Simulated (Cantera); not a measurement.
Input: 1 mol C2H2, 0.54 mol H2, 3.6 mol N2, held at 927 °C and 5500 Pa.

Method: chemical equilibrium by Gibbs-energy minimisation in Cantera with the NASA 1993 tables (ideal gas, pure condensed phases). Candidate condensed phases: C, C6H6, C7H8, C8H18; 92 gas species. Rates play no part.

What is the equilibrium state?


```json
{
 "x(N2)": "0.700",
 "x(H2)": "0.299",
 "x(CH4)": "7.79e-5",
 "x(HCN)": "3.41e-5",
 "x(NH3)": "1.44e-6",
 "n(C(graphite))": "2.00 mol",
 "gas_amount": "5.140 mol"
}
```
